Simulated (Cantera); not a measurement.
Input: 1 mol Si₂Cl₆, 1.1 mol NH₃, 28 mol N₂, at 1625 K and 49.0 Pa.

Method: chemical equilibrium by Gibbs-energy minimisation in Cantera with the NASA 1993 tables (ideal gas, pure condensed phases). Candidate condensed phases: NH₄Cl, Si, Si₃N₄; 28 gas species. The feed counts by its element totals alone. The tables' values for SiCl₃, SiCl are old estimates; treat these amounts as uncertain. The numbers say what is thermodynamically allowed, not how fast it happens.

Base state: N₂ 0.860, SiCl₂ 0.0594, HCl 0.0586, H₂ 0.0201, Cl 0.00104, SiCl₃ 0.000646, H 0.000452, SiCl 8.25e-5 (mole fractions); condensed: gas only.

What changes in the equilibrium state with this change: Si₂Cl₆ replaced by trisilylamine?


```tsv
species	before	after
N₂	0.860	0.824
H₂	0.0201	0.174
H	0.000452	0.00133
SiCl₂	0.0594	0
HCl	0.0586	0
Si	3.30e-5	0.000332
Cl	0.00104	0
SiCl₃	0.000646	0
SiCl	8.25e-5	0
Si(s), mol	0	2.99
```
